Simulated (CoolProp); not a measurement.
Properties of vinyl chloride along the isotherm 69.95 °C (Tc = 151.9 °C, pc = 5.600 MPa, ω = 0.160).

Model: reference Helmholtz-energy equation of state, Thol 2022, in CoolProp.

```tsv
p (MPa)	phase	Z	speed of sound (m/s)	expansivity (1/kK)	fugacity coefficient
0.875	gas	?	211.3	4.260	0.9002
1.75	liquid	0.04737	649.8	2.886	0.6209
2.63	liquid	0.07088	661.1	2.797	?
3.5	liquid	0.09395	671.8	2.717	0.3254
4.38	liquid	0.1171	682.2	2.643	0.2663
5.25	liquid	0.1398	692.1	2.576	0.2273
6.13	liquid	0.1627	?	2.513	0.1993
7	liquid	0.1851	711.1	2.456	0.1786
7.88	liquid	0.2077	720.3	2.401	0.1624
8.75	liquid	0.2299	729.0	2.351	0.1496
9.63	liquid	0.2522	737.7	2.304	0.1391
10.5	liquid	0.2741	746.0	2.260	0.1305
11.4	liquid	0.2967	754.4	2.217	0.1231
12.3	liquid	0.3192	762.6	2.177	0.1168
13.1	liquid	0.3390	?	2.143	0.1120
14	liquid	0.3613	777.5	2.106	0.1072
```

Task: Fill in the missing entries.

Result: 
- 0.875, Z: 0.8883
- 2.63, fugacity coefficient: 0.4231
- 6.13, speed of sound (m/s): 701.8
- 13.1, speed of sound (m/s): 769.7
